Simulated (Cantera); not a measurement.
Mixture: CH3OH : O2 : N2 = 1 : 1.58 : 6.79 (molar parts), equivalence ratio 0.95, at 3150 Torr, adiabatic and at constant pressure. Ignition delay is the time to a rise of 400 K.

Detailed kinetics in Cantera: GRI-Mech 3.0 (53 species, 325 reactions). GRI-Mech 3.0 was tuned for natural gas; its chemistry of methanol as a main component is partial and can be far from experiment.

Question: What does this change do: pressure from 3150 Torr to 12000 Torr?

Answer: 
```csv
quantity,before,after
delay at 1298 K,0.672 ms,0.246 ms
delay at 1398 K,0.191 ms,67.7 µs
delay at 1498 K,68.1 µs,23.4 µs
delay at 1598 K,29.0 µs,9.69 µs
apparent activation energy between 1548 and 1648 K,170 kJ/mol,170 kJ/mol
```
The pressure lies above the range GRI-Mech 3.0 was tuned for (to about 10 atm).

Question: What does this change do: pressure from 3150 Torr to 420 Torr?

Answer: 
```csv
quantity,before,after
delay at 1298 K,0.672 ms,3.92 ms
delay at 1398 K,0.191 ms,1.15 ms
delay at 1498 K,68.1 µs,0.420 ms
delay at 1598 K,29.0 µs,0.183 ms
apparent activation energy between 1548 and 1648 K,170 kJ/mol,160 kJ/mol
```
